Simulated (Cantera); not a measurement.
**Diamond growth**

A diamond (100) surface in a fixed gas of H2 with x(CH4) = 0.0091, x(CH3) = 8.3e-05, at 998 K, 0.0600 bar; coverages are run to steady state.

Computed with Cantera and the Harris–Goodwin 1993 mechanism for the reconstructed diamond (100) surface.

```tsv
x(H)	growth (µm/h)	θ c6HH	θ c6H*	θ c6*H	θ c6**	θ c6HM
0.0001	0.683	0.532	0.0140	0.288	0.00379	0.118
0.00023	1.21	0.539	0.0153	0.315	0.00575	0.0915
0.00053	1.76	0.558	0.0164	0.338	0.00743	0.0579
0.0012	2.17	0.576	0.0173	0.355	0.00853	0.0315
0.0029	2.42	0.588	0.0178	0.365	0.00918	0.0145
0.0066	2.53	0.593	0.0180	0.370	0.00948	0.00670
0.015	2.59	0.596	0.0183	0.372	0.00963	0.00301
0.035	2.62	0.597	0.0186	0.373	0.00972	0.00130
0.082	2.64	0.598	0.0192	0.372	0.00983	0.000561
```
θ: site fractions in the mechanism's names (c6HH fully hydrogenated, c6H* and c6*H radical sites, c6** diradical, c6HM methylated).
